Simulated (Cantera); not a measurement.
A closed system holds: 1 mol PbO, 4.1 mol CO, 2.5 mol N2, equilibrated at 10.0 mbar.

Cantera equilibrium calculation (NASA polynomials, part measured and part estimated; ideal gas, pure solids and liquids). Candidate condensed phases: C, Pb, PbO, PbO2, Pb3O4; 27 gas species. Kinetics and transport are ignored.

x: gas mole fraction; n: condensed amount in mol.

```csv
T (°C),x CO,x N2,x CO2,x Pb,x PbO,x Pb2,x NO,n Pb(l)
750,0.468,0.378,0.151,0.00267,(withheld),1.17e-8,<1e-12,0.982
800,0.466,0.376,0.150,0.00731,(withheld),6.34e-8,<1e-12,0.951
850,0.461,0.372,0.149,0.0183,(withheld),2.93e-7,1.27e-12,0.877
900,0.450,0.363,0.145,0.0422,(withheld),1.19e-6,6.89e-12,0.709
950,0.427,0.344,0.138,0.0908,(withheld),4.26e-6,3.21e-11,0.341
1000,0.408,0.329,0.132,0.132,(withheld),7.08e-6,1.32e-10,0
1050,0.408,0.329,0.132,0.132,(withheld),5.69e-6,5.02e-10,0
1100,0.408,0.329,0.132,0.132,(withheld),4.65e-6,1.72e-9,0
1150,0.408,0.329,0.132,0.132,(withheld),3.85e-6,5.42e-9,0
1200,0.408,0.329,0.132,0.132,(withheld),3.23e-6,1.58e-8,0
1250,0.408,0.329,0.132,0.132,(withheld),2.74e-6,4.27e-8,0
1300,0.408,0.329,0.132,0.132,(withheld),2.35e-6,1.09e-7,0
1350,0.408,0.329,0.131,0.131,(withheld),2.03e-6,2.60e-7,0
1400,0.408,0.329,0.131,0.131,(withheld),1.77e-6,5.92e-7,0
```

Question: Complete the blanks.

Answer: 
- 750, x PbO: 2.54e-9
- 800, x PbO: 1.64e-8
- 850, x PbO: 8.94e-8
- 900, x PbO: 4.21e-7
- 950, x PbO: 1.74e-6
- 1000, x PbO: 4.60e-6
- 1050, x PbO: 8.00e-6
- 1100, x PbO: 1.34e-5
- 1150, x PbO: 2.15e-5
- 1200, x PbO: 3.35e-5
- 1250, x PbO: 5.05e-5
- 1300, x PbO: 7.43e-5
- 1350, x PbO: 0.000106
- 1400, x PbO: 0.000149
